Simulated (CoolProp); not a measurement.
Vapour-liquid equilibrium of ethylene (1) + 1-butene (2) at 225 kPa; x and y are mole fractions of (1).

Computed with CoolProp (multi-fluid Helmholtz-energy mixture model, Smukala 2000 and Lemmon 2005; pair parameters Bell 2016).

Task: Give the bubble temperature and the first vapour's composition at x = 0.05, 0.2, 0.35. Is there an azeotrope?

Result: x = 0.05: 264.8 K, y = 0.588; x = 0.2: 225.0 K, y = 0.945; x = 0.35: 208.7 K, y = 0.984. No azeotrope shows between x = 0.05 and 0.95.

The pair parameters rest on a limited set of measurements; away from them the model extrapolates.
